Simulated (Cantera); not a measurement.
# Hydrogen reduction and annealing atmospheres: V2O3 + H2 + H2O

Feed: 1 mol V2O3, 3.4 mol H2, 1.9 mol H2O, at 1.33 mbar.

These are equilibrium values from Cantera (NASA tables, ideal gas, pure condensed phases), not measurements of a reactor. Candidate condensed phases: H2O, V, VO, V2O3, V2O4, V2O5; 12 gas species. Condensed phases not in the tables: the oxides between V2O3 and V2O5 other than VO2. The numbers say what is thermodynamically allowed, not how fast it happens.

```
T (K)   x H2  x H2O       x H     x VO2      x OH  n V2O3(s)
-----  -----  -----  --------  --------  --------  ---------
1350   0.641  0.358   5.23e-5   5.09e-8   4.74e-7       1.00
1400   0.641  0.358  0.000107   2.34e-7   1.18e-6      1.000
1450   0.641  0.358  0.000207   9.61e-7   2.78e-6      1.000
1500   0.641  0.358  0.000386   3.59e-6   6.16e-6      1.000
1550   0.641  0.358  0.000691   1.22e-5   1.30e-5      1.000
1600   0.641  0.358   0.00119   3.86e-5   2.61e-5      1.000
1650   0.640  0.358   0.00199  0.000113   5.03e-5      1.000
1700   0.639  0.358   0.00323  0.000310   9.33e-5      0.999
1750   0.637  0.357   0.00508  0.000801  0.000167      0.998
1800   0.635  0.355   0.00781   0.00195  0.000289      0.995
```
x: gas mole fraction; n: condensed amount in mol.

From 1350 K to 1800 K the condensed part is V2O3(s). The main V-bearing gas is VO2 throughout.
